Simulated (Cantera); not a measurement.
A freely propagating, adiabatic, planar premixed flame of C2H6 : O2 : N2 : H2O = 1 : 3.18 : 10.2 : 2.1 (molar parts), unburnt at 650 K and 760 Torr; unity-Lewis-number transport, grid criteria slope 0.08 and curve 0.16, no radiation.

Cantera simulation using GRI-Mech 3.0 (53 species, 325 reactions); the numbers are that mechanism's predictions, not measurements. Unity Lewis numbers drop preferential diffusion, which matters most where H2 and H carry the flame. Burning velocities carry a grid error of a few per cent, more on coarse grids.

### Question
Predict: laminar burning velocity; thermal thickness; peak x(CH2O); peak x(CO).

### Answer
```
Property                    Result
------------------------  --------
laminar burning velocity  106 cm/s
thermal thickness         0.366 mm
peak x(CH2O)               0.00149
peak x(CO)                  0.0596
```
